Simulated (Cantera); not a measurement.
Cantera with NASA thermochemical tables; ideal gases at 1 bar, condensed phases pure. Values are per mole of reaction as written; species without (g) are pure solids or liquids, kept so even where they would boil at 1 bar. The tables' values for SiF₂ are old estimates.

Between 423 and 1023 K, where is each reaction favourable under standard conditions?
- 3 SiF₂(g) + 4 N(g) ⇌ Si₃N₄ + 6 F(g)


- 3 SiF₂(g) + 4 N(g) ⇌ Si₃N₄ + 6 F(g): ΔG° is -262 kJ at 423 K and -81 kJ at 1023 K; it stays negative (K > 1). ΔH° is -379 kJ and ΔS° -291 J/K at 1023 K.
